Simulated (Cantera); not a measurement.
A perfectly stirred reactor is fed with 5.97 % CH4, 7.76 % CO, 18.0 % O2, 67.5 % N2, 0.836 % H2O, equivalence ratio 0.88, at 0.400 bar; it is adiabatic with a 675 K inlet, and is followed from long to short residence time, starting on the burning branch (τ in s: 0.47, 0.15, 0.05, 0.016, 0.0052, 0.0017, 0.00054, 0.00018, 5.7e-05, 1.8e-05).

Cantera simulation using GRI-Mech 3.0 (53 species, 325 reactions); the numbers are that mechanism's predictions, not measurements.

Q: Predict: blow-out, bracketed by the residence times tried; x(CH4) at τ = 0.470 s; x(CO) at τ = 0.470 s; x(O2) at τ = 0.470 s; x(CH2O) at τ = 0.470 s; x(NO) at τ = 0.470 s; x(CH4) at τ = 1.70 ms; x(CO) at τ = 1.70 ms; x(O2) at τ = 1.70 ms; x(CH2O) at τ = 1.70 ms; x(NO) at τ = 1.70 ms.

A: 
```
Quantity                                                                       Result
------------------------------------------------  -----------------------------------
blow-out, bracketed by the residence times tried  burning at 0.180 ms, out at 57.0 µs
x(CH4) at τ = 0.470 s                                                         5.08e-7
x(CO) at τ = 0.470 s                                                           0.0170
x(O2) at τ = 0.470 s                                                           0.0275
x(CH2O) at τ = 0.470 s                                                        9.69e-8
x(NO) at τ = 0.470 s                                                          0.00457
x(CH4) at τ = 1.70 ms                                                         5.62e-5
x(CO) at τ = 1.70 ms                                                           0.0412
x(O2) at τ = 1.70 ms                                                           0.0425
x(CH2O) at τ = 1.70 ms                                                        8.04e-6
x(NO) at τ = 1.70 ms                                                          7.65e-5
```
